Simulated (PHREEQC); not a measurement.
## Acid rinse or clean: an equilibrium model

Make-up at 49 °C: 0.0011 mol H2SO4, 0.00011 mol NaCl and 0.0012 mol KCl per kg of water. Closed to the air; pH follows from the charge balance.

Equilibrium calculation in PHREEQC: Pitzer model, pitzer.dat.

This is a speciation only: nothing precipitates in the calculation.

Q: Predict the pH, ionic strength.

A: pH 2.74; ionic strength 0.00413 mol/kgw.

Q: In which forms is S present?

A: SO4-2 78 %, HSO4- 22 % of the S.

At this temperature some constants are extrapolated from 25 °C, and those without enthalpy data are left unchanged.
